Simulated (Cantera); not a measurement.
## Pyrogenic steam for wet oxidation

An isothermal, constant-pressure homogeneous reactor starts with 7.92 % H2, 18.4 % O2, 73.7 % N2, equivalence ratio 0.21, at 1075 K and 0.987 atm.

Detailed kinetics in Cantera: the H2/O2 subset of GRI-Mech 3.0, which has no nitrogen chemistry. The temperature is held fixed by assumption; the heat of reaction is taken as removed at once.

```
t (s)         x H2   x O2       x H      x OH    x H2O2       x O     x H2O
--------  --------  -----  --------  --------  --------  --------  --------
4.00e-6     0.0792  0.184  2.50e-10  3.35e-11    <1e-12  6.17e-11  7.87e-11
1.39e-5     0.0792  0.184   1.46e-9  2.61e-10  1.47e-12  5.85e-10   1.88e-9
4.80e-5     0.0792  0.184   9.76e-8   1.84e-8  1.11e-10   4.26e-8   2.22e-7
0.000167    0.0282  0.161   0.00398   0.00169   1.24e-5   0.00211    0.0499
0.000577   0.00294  0.152   1.32e-5   6.62e-5   1.09e-5   6.05e-5    0.0793
0.00200    0.00133  0.151   1.31e-6   1.52e-5   1.12e-5   1.06e-5    0.0810
0.00693   0.000520  0.151   2.42e-7   7.27e-6   4.29e-6   3.14e-6    0.0819
0.0240    0.000116  0.151   2.32e-8   3.21e-6   4.42e-7   4.83e-7    0.0823
0.0833     1.64e-5  0.151   1.17e-9   1.15e-6   1.57e-8   3.24e-8    0.0824
0.289      1.08e-6  0.151  3.97e-11   5.79e-7  6.77e-10   2.18e-9    0.0825
1.00       1.83e-9  0.151    <1e-12   4.70e-7  3.38e-10  7.94e-10    0.0825
```
x: mole fraction; the columns are a selection and need not sum to one.

Equilibrium at this temperature and pressure: H2 1.50e-10, O2 0.151, H <1e-12, OH 3.77e-7, H2O2 2.20e-10, O 5.12e-10, H2O 0.0825 (gas phase only).
